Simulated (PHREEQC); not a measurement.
Model water analysis in mg/L, 25 °C, pH 3.49, pe 10.5:

```tsv
constituent	mg/L
Na	366
K	0.268
Ca	128
Mg	32.3
Cl	41.3
S(6) as SO4	688
Mn(2)	0.164
Al	3.06
```

Cl is adjusted to close the charge balance.
Valence states are taken as typed.

Computed with PHREEQC (ion-association model, phreeqc.dat).

No solid was allowed to form.

Problem. Predict the ionic strength, specific conductance.

Solution. ionic strength 0.0325 mol/kgw; specific conductance 2650 µS/cm.

Problem. In which forms is S present?

Solution. SO4-2 79 %, CaSO4 9.6 %, MgSO4 5.0 %, NaSO4- 3.2 %, HSO4- 1.5 %, AlSO4+ 1.1 % of the S.
